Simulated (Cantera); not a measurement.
What does this Cantera script print?

```python
import numpy as np
import cantera as ct

surf = ct.Interface("ptcombust.yaml", "Pt_surf")
gas = surf.adjacent["gas"]
gas.TPX = 300, 11000, {'CH4': 0.034, 'O2': 0.13, 'N2': 0.79}
jet = ct.ImpingingJet(gas=gas, width=0.025, surface=surf)
jet.inlet.mdot, jet.inlet.T, jet.inlet.X = 0.023, 300, {'CH4': 0.034, 'O2': 0.13, 'N2': 0.79}
jet.set_refine_criteria(ratio=10, slope=0.2, curve=0.3)
show, cover = ['CH4', 'O2', 'H2O', 'OH', 'CO', 'CO2'], ["PT(S)", "H(S)", "O(S)", "OH(S)", "CO(S)", "C(S)"]

rows = []
print(f"{'Ts/K':>7s}" + "".join(f"{s:>11s}" for s in show + cover) + "   (gas at the wall, coverages)")
for i, Ts in enumerate([900, 950, 1000, 1050, 1100, 1150]):
    jet.surface.T = Ts
    if i == 0:
        surf.TP = Ts, 11000
        surf.coverages = "PT(S):0.5, O(S):0.5"
        surf.advance_coverages(1.0)
        jet.set_initial_guess(products="inlet")
    jet.solve(loglevel=0, auto=(i == 0))
    rows.append([*(jet.X[gas.species_index(s), -1] for s in show), *surf[cover].coverages])
    print(f"{Ts:7g}" + "".join(f"{x:11.3e}" for x in rows[-1]))
```

Result:

```
   Ts/K        CH4         O2        H2O         OH         CO        CO2      PT(S)       H(S)       O(S)      OH(S)      CO(S)       C(S)   (gas at the wall, coverages)
    900  2.218e-02  1.076e-01  2.524e-02  3.066e-08  8.278e-06  1.641e-02  1.926e-01  8.068e-08  8.060e-01  1.381e-03  1.147e-05  4.081e-08
    950  1.625e-02  9.499e-02  3.622e-02  9.552e-08  8.446e-06  2.363e-02  2.624e-01  2.145e-07  7.361e-01  1.506e-03  8.723e-06  4.174e-08
   1000  1.181e-02  8.562e-02  4.437e-02  2.600e-07  8.347e-06  2.902e-02  3.347e-01  4.669e-07  6.638e-01  1.487e-03  6.169e-06  3.856e-08
   1050  8.796e-03  7.930e-02  4.983e-02  6.263e-07  8.317e-06  3.265e-02  4.063e-01  8.866e-07  5.923e-01  1.388e-03  4.304e-06  3.425e-08
   1100  6.790e-03  7.513e-02  5.341e-02  1.362e-06  8.482e-06  3.503e-02  4.755e-01  1.532e-06  5.232e-01  1.254e-03  3.054e-06  3.028e-08
   1150  5.434e-03  7.238e-02  5.575e-02  2.728e-06  8.902e-06  3.659e-02  5.412e-01  2.472e-06  4.577e-01  1.110e-03  2.234e-06  2.706e-08
```

Detailed kinetics in Cantera: Deutschmann's 1995 Pt surface mechanism with GRI-Mech 3.0 gas chemistry. Catalytic surfaces can have several steady states; this one follows from the mechanism file's or the stated starting coverage.
